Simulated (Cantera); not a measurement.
Input: 1 mol CF4, 0.025 mol Si, 0.91 mol H2, equilibrated at 1675 °C and 1.00 bar.

Equilibrium computed with Cantera from the NASA thermochemical tables; the gas is ideal and each condensed phase is pure. Gases not in the tables: C2F6 and larger saturated fluorocarbons. Equilibrium is a limit: real reactors are often held back by kinetics, nucleation or transport.

| species | before | after |
|---|---|---|
| HF | 0.768 | 0.769 |
| CF4 | 0.217 | 0.219 |
| SiF4 | 0.0105 | 0.0106 |
| CF2 | 0.00334 | 0.000635 |
| F | 0.000464 | 6.90e-5 |
| CF3 | 0.000644 | 0.000167 |
| CHF3 | 3.54e-5 | 2.73e-5 |
| C(graphite), mol | 0.476 | 0.479 |
Gas species are given as mole fractions.

What was changed between the two runs?
A) CF4 replaced by CH2F2
B) temperature from 1675 °C to 1502 °C
C) temperature from 1675 °C to 1750 °C
D) pressure from 1.00 bar to 0.100 bar

B, temperature from 1675 °C to 1502 °C
